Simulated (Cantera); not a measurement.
An isothermal, constant-pressure homogeneous reactor starts with C2H4 : H2 = 1 : 5.6 (molar parts), at 1225 K and 158 Torr. Integrator tolerance rtol = 1e-08.

Computed with Cantera and GRI-Mech 3.0 (53 species, 325 reactions). GRI-Mech 3.0 was tuned for natural gas; its chemistry of ethylene as a main component is partial and can be far from experiment. GRI-Mech 3.0 stops at C3 and has no aromatics, soot or wall deposition, so with more carbon than oxygen in the feed, carbon stays in small species such as C2H2 where larger ones or solid carbon would form.

Problem. What does this change do: temperature 1225 to 1700 K?

Solution. 
```
quantity                                             before                                      after
-----------------  ----------------------------------------  -----------------------------------------
x(C2H4) at 3.00 s    0.0638 (gas-phase equilibrium 0.00850)    0.00112 (gas-phase equilibrium 0.00112)
x(H2) at 3.00 s         0.813 (gas-phase equilibrium 0.667)        0.863 (gas-phase equilibrium 0.863)
x(CH4) at 3.00 s       0.0737 (gas-phase equilibrium 0.317)    0.00757 (gas-phase equilibrium 0.00763)
x(H) at 3.00 s      4.74e-6 (gas-phase equilibrium 5.59e-7)  0.000301 (gas-phase equilibrium 0.000301)
x(CH3) at 3.00 s    8.42e-6 (gas-phase equilibrium 5.10e-6)    5.35e-5 (gas-phase equilibrium 5.39e-5)
x(C2H6) at 3.00 s  0.00114 (gas-phase equilibrium 0.000135)    4.54e-7 (gas-phase equilibrium 4.58e-7)
```

Problem. What does this change do: temperature 1225 to 1648 K?

Solution. 
| quantity | before | after |
|---|---|---|
| x(C2H4) at 3.00 s | 0.0638 (gas-phase equilibrium 0.00850) | 0.00167 (gas-phase equilibrium 0.00167) |
| x(H2) at 3.00 s | 0.813 (gas-phase equilibrium 0.667) | 0.861 (gas-phase equilibrium 0.861) |
| x(CH4) at 3.00 s | 0.0737 (gas-phase equilibrium 0.317) | 0.0111 (gas-phase equilibrium 0.0118) |
| x(H) at 3.00 s | 4.74e-6 (gas-phase equilibrium 5.59e-7) | 0.000182 (gas-phase equilibrium 0.000182) |
| x(CH3) at 3.00 s | 8.42e-6 (gas-phase equilibrium 5.10e-6) | 4.76e-5 (gas-phase equilibrium 5.05e-5) |
| x(C2H6) at 3.00 s | 0.00114 (gas-phase equilibrium 0.000135) | 8.78e-7 (gas-phase equilibrium 9.33e-7) |
